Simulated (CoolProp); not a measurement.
The numbers come from the reference Helmholtz-energy equation of state, Lemmon 2006 in CoolProp. It is a short technical equation, of lower accuracy than the large ones.

For hydrogen sulfide, give the phase and the cp (kJ/(kg K)), viscosity (µPa s) at 446.65 °C and 0.285 MPa; 446.65 °C and 1.47 MPa; 446.65 °C and 7.63 MPa.


- 446.65 °C and 0.285 MPa: gas; cp 1.21, viscosity 28.1
- 446.65 °C and 1.47 MPa: gas; cp 1.22, viscosity 28.2
- 446.65 °C and 7.63 MPa: gas; cp 1.28, viscosity 28.9

Viscosity comes from a separate model (Quiñones-Cisneros 2012).
